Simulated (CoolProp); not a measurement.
A single-stage vapour-compression cycle with R142b: evaporating at 293.15 K (dew point), condensing at 351.15 K (bubble point), superheat 10 K, subcooling 2 K, compressor efficiency 0.85, no pressure losses. Each further row changes one setting.

Values from CoolProp's reference Helmholtz-energy equation of state, Lemmon 2006. It is a short technical equation, of lower accuracy than the large ones.

```json
[
 {"case": "as stated", "cooling COP": "3.21", "pressure ratio": "4.58", "discharge temperature (K)": "366.4", "refrigerating effect (kJ/kg)": "137", "volumetric capacity (kJ/m³)": "1700"},
 {"case": "evaporating temperature 298.15 K", "cooling COP": "3.66", "pressure ratio": "3.92", "discharge temperature (K)": "365.6", "refrigerating effect (kJ/kg)": "140", "volumetric capacity (kJ/m³)": "2020"},
 {"case": "condensing temperature 346.15 K", "cooling COP": "3.65", "pressure ratio": "4.10", "discharge temperature (K)": "361.3", "refrigerating effect (kJ/kg)": "144", "volumetric capacity (kJ/m³)": "1790"},
 {"case": "subcooling 7 K", "cooling COP": "3.39", "pressure ratio": "4.58", "discharge temperature (K)": "366.4", "refrigerating effect (kJ/kg)": "144", "volumetric capacity (kJ/m³)": "1790"},
 {"case": "superheat 20 K", "cooling COP": "3.27", "pressure ratio": "4.58", "discharge temperature (K)": "376.2", "refrigerating effect (kJ/kg)": "146", "volumetric capacity (kJ/m³)": "1740"},
 {"case": "compressor efficiency 0.75", "cooling COP": "2.83", "pressure ratio": "4.58", "discharge temperature (K)": "371.4", "refrigerating effect (kJ/kg)": "137", "volumetric capacity (kJ/m³)": "1700"}
]
```
